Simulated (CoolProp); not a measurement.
Saturation properties of decamethylcyclopentasiloxane (D5) (Tc = 345.1 °C, pc = 10.78 bar, ω = 0.631).

The numbers come from the reference Helmholtz-energy equation of state, Thol 2019 in CoolProp.

```json
[
 {"T (°C)": "166.55", "p (bar)": "…", "liquid density (kg/m³)": "…", "vapour density (kg/m³)": "3.289", "enthalpy of vaporisation (kJ/kg)": "125.3"},
 {"T (°C)": "184.45", "p (bar)": "0.5202", "liquid density (kg/m³)": "777.0", "vapour density (kg/m³)": "…", "enthalpy of vaporisation (kJ/kg)": "119.2"},
 {"T (°C)": "202.35", "p (bar)": "0.8249", "liquid density (kg/m³)": "754.4", "vapour density (kg/m³)": "8.400", "enthalpy of vaporisation (kJ/kg)": "113.0"},
 {"T (°C)": "220.25", "p (bar)": "1.253", "liquid density (kg/m³)": "730.5", "vapour density (kg/m³)": "…", "enthalpy of vaporisation (kJ/kg)": "106.6"},
 {"T (°C)": "238.05", "p (bar)": "1.829", "liquid density (kg/m³)": "705.1", "vapour density (kg/m³)": "18.58", "enthalpy of vaporisation (kJ/kg)": "99.73"},
 {"T (°C)": "255.95", "p (bar)": "2.594", "liquid density (kg/m³)": "677.3", "vapour density (kg/m³)": "26.74", "enthalpy of vaporisation (kJ/kg)": "92.30"},
 {"T (°C)": "273.85", "p (bar)": "3.581", "liquid density (kg/m³)": "646.2", "vapour density (kg/m³)": "38.03", "enthalpy of vaporisation (kJ/kg)": "84.07"},
 {"T (°C)": "291.75", "p (bar)": "4.832", "liquid density (kg/m³)": "610.2", "vapour density (kg/m³)": "53.96", "enthalpy of vaporisation (kJ/kg)": "74.62"},
 {"T (°C)": "309.65", "p (bar)": "…", "liquid density (kg/m³)": "565.7", "vapour density (kg/m³)": "77.66", "enthalpy of vaporisation (kJ/kg)": "63.16"}
]
```

Fill in the missing entries.


- 166.55, p (bar): 0.3118
- 166.55, liquid density (kg/m³): 798.5
- 184.45, vapour density (kg/m³): 5.373
- 220.25, vapour density (kg/m³): 12.68
- 309.65, p (bar): 6.400

It boils at 210.9 °C under 1 atm.
